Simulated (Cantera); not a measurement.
SiCl4 + Cl2 + N2 (silicon epitaxy and polysilicon growth)

Charge: 1 mol SiCl4, 0.068 mol Cl2, a varied amount of N2, held at 1475 K and 10.0 mbar.

Equilibrium computed with Cantera from the NASA thermochemical tables; the gas is ideal and each condensed phase is pure. Candidate condensed phases: Si, Si3N4; 13 gas species. The tables' values for SiCl3 are old estimates; treat these amounts as uncertain. The numbers say what is thermodynamically allowed, not how fast it happens.

```csv
n(N2) (mol),x N2,x SiCl4,x Cl,x Cl2,x SiCl3,x SiCl2
4.7,0.806,0.171,0.0207,0.00177,0.000868,1.50e-5
7.4,0.867,0.116,0.0149,0.000922,0.000819,1.96e-5
12,0.913,0.0753,0.0103,0.000437,0.000770,2.68e-5
18,0.940,0.0515,0.00744,0.000229,0.000728,3.50e-5
29,0.962,0.0324,0.00507,0.000106,0.000674,4.76e-5
45,0.975,0.0210,0.00358,5.29e-5,0.000617,6.17e-5
71,0.984,0.0132,0.00254,2.65e-5,0.000549,7.76e-5
110,0.989,0.00842,0.00186,1.42e-5,0.000478,9.21e-5
180,0.993,0.00502,0.00134,7.41e-6,0.000394,0.000105
280,0.995,0.00312,0.00102,4.31e-6,0.000322,0.000113
```
x: gas mole fraction; nothing condenses.

From 4.7 mol N2 to 280 mol N2 nothing is condensed. The main Si-bearing gas is SiCl4 throughout.
